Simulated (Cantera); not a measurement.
Pyrogenic steam for wet oxidation

An isothermal, constant-pressure homogeneous reactor starts with H₂ : O₂ : N₂ = 1.6 : 1 : 0.64 (molar parts), equivalence ratio 0.80, at 950 K and 100.0 Torr.

Cantera simulation using GRI-Mech 3.0 (53 species, 325 reactions); the numbers are that mechanism's predictions, not measurements. Radical loss at walls, strong at low pressure, is not modelled. The temperature is held fixed by assumption; the heat of reaction is taken as removed at once.

```json
[
 {"t (s)": "0.000500", "x H₂": "0.494", "x O₂": "0.309", "x H": "9.07e-6", "x O": "1.00e-6", "x HO₂": "2.12e-6"},
 {"t (s)": "0.00158", "x H₂": "0.0376", "x O₂": "0.0992", "x H": "0.00309", "x O": "0.000700", "x HO₂": "6.69e-5"},
 {"t (s)": "0.00500", "x H₂": "0.0139", "x O₂": "0.0883", "x H": "5.66e-5", "x O": "3.71e-5", "x HO₂": "5.16e-5"},
 {"t (s)": "0.0158", "x H₂": "0.0109", "x O₂": "0.0869", "x H": "2.93e-6", "x O": "2.35e-6", "x HO₂": "4.12e-5"},
 {"t (s)": "0.0500", "x H₂": "0.00969", "x O₂": "0.0864", "x H": "1.80e-6", "x O": "1.49e-6", "x HO₂": "3.67e-5"},
 {"t (s)": "0.158", "x H₂": "0.00671", "x O₂": "0.0850", "x H": "1.17e-6", "x O": "1.14e-6", "x HO₂": "3.19e-5"},
 {"t (s)": "0.500", "x H₂": "0.00277", "x O₂": "0.0832", "x H": "3.61e-7", "x O": "4.85e-7", "x HO₂": "2.03e-5"},
 {"t (s)": "1.58", "x H₂": "0.000573", "x O₂": "0.0822", "x H": "3.71e-8", "x O": "7.05e-8", "x HO₂": "7.14e-6"},
 {"t (s)": "5.00", "x H₂": "0.000105", "x O₂": "0.0820", "x H": "2.09e-9", "x O": "4.55e-9", "x HO₂": "1.67e-6"},
 {"t (s)": "15.8", "x H₂": "2.04e-5", "x O₂": "0.0820", "x H": "1.50e-10", "x O": "3.40e-10", "x HO₂": "3.79e-7"},
 {"t (s)": "50.0", "x H₂": "2.37e-6", "x O₂": "0.0820", "x H": "1.01e-11", "x O": "2.40e-11", "x HO₂": "5.54e-8"}
]
```
x: mole fraction; the columns are a selection and need not sum to one.

Equilibrium at this temperature and pressure: H₂ 1.15e-10, O₂ 0.0820, H <1e-12, O 2.51e-11, HO₂ 3.07e-10 (gas phase only).
